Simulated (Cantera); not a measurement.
# Equilibrium for aluminium nitride and oxide growth: Al + NH3 + H2

Feed: 1 mol Al, 2.3 mol NH3, 1.9 mol H2, held at 13.3 mbar.

These are equilibrium values from Cantera (NASA tables, ideal gas, pure condensed phases), not measurements of a reactor. Candidate condensed phases: Al, AlN; 13 gas species. Equilibrium is a limit: real reactors are often held back by kinetics, nucleation or transport.

```
T (K)   x H2   x N2      x Al       x H     x AlH  n AlN(s)
-----  -----  -----  --------  --------  --------  --------
875    0.892  0.108    <1e-12  4.10e-10    <1e-12      1.00
1025   0.892  0.108    <1e-12   3.56e-8    <1e-12      1.00
1175   0.892  0.108    <1e-12   1.00e-6    <1e-12      1.00
1325   0.892  0.108  1.42e-10   1.34e-5  4.04e-11      1.00
1475   0.892  0.108   5.13e-8  0.000106   7.46e-9      1.00
1625   0.891  0.108   6.18e-6  0.000577   5.18e-7     1.000
1775   0.889  0.108  0.000327   0.00236   1.74e-5     0.998
1925   0.872  0.111   0.00911   0.00773  0.000326     0.942
2075   0.696  0.152     0.129    0.0193   0.00297         0
```
x: gas mole fraction; n: condensed amount in mol.

From 875 K to 1925 K the condensed part is AlN(s). At 2075 K nothing is condensed.
